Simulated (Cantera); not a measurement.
Feed: 1 mol AlN, 0.69 mol Cl2, equilibrated at 1448.15 K and 170000 Pa.

Method: chemical equilibrium by Gibbs-energy minimisation in Cantera with the NASA 1993 tables (ideal gas, pure condensed phases). Candidate condensed phases: Al, AlCl3, AlN; 11 gas species. The tables' values for AlCl2 are old estimates; treat these amounts as uncertain. Kinetics and transport are ignored.

Base state: AlCl3 0.663, N2 0.334, AlCl2 0.00220, Al2Cl6 0.00116, AlCl 6.95e-5 (mole fractions); condensed: AlN(s).

Task: What changes in the equilibrium state with this change: 0.61 mol N2 added?

Result: 
```
species       before     after
-----------  -------  --------
N2             0.334     0.646
AlCl3          0.663     0.352
AlCl2        0.00220   0.00129
Al2Cl6       0.00116  0.000327
AlCl         6.95e-5   4.51e-5
AlN(s), mol    0.539     0.539
```
